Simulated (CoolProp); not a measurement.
Vapour-liquid equilibrium of R22 (1) + ethanol (2) at 42.05 °C; x and y are mole fractions of (1).

Values from CoolProp's multi-fluid Helmholtz-energy mixture model, Kamei 1995 and Schroeder 2014; pair parameters Bell 2016.

```csv
x,bubble pressure (bar),y at the bubble point,dew pressure at overall composition x (bar),liquid density (mol/L)
0.05,1.396,0.860,0.2091,16.63
0.15,3.901,0.951,0.2337,16.44
0.25,6.285,0.971,0.2649,16.23
0.35,8.312,0.979,0.3056,15.98
0.45,9.887,0.983,0.3610,15.70
0.55,11.05,0.985,0.4408,15.37
0.65,11.96,0.987,0.5658,14.99
0.75,12.80,0.989,0.7898,14.53
0.85,13.80,0.992,1.307,13.99
0.95,15.18,0.996,3.799,13.33
```

No azeotrope shows between x = 0.05 and 0.95.

The pair parameters rest on a limited set of measurements; away from them the model extrapolates. The gap from Raoult's law changes sign with composition, which may be real or a fault of the pair parameters; it wasn't checked against measurements. With so large a gap from Raoult's law the liquid may split in two, which this calculation doesn't test in full.
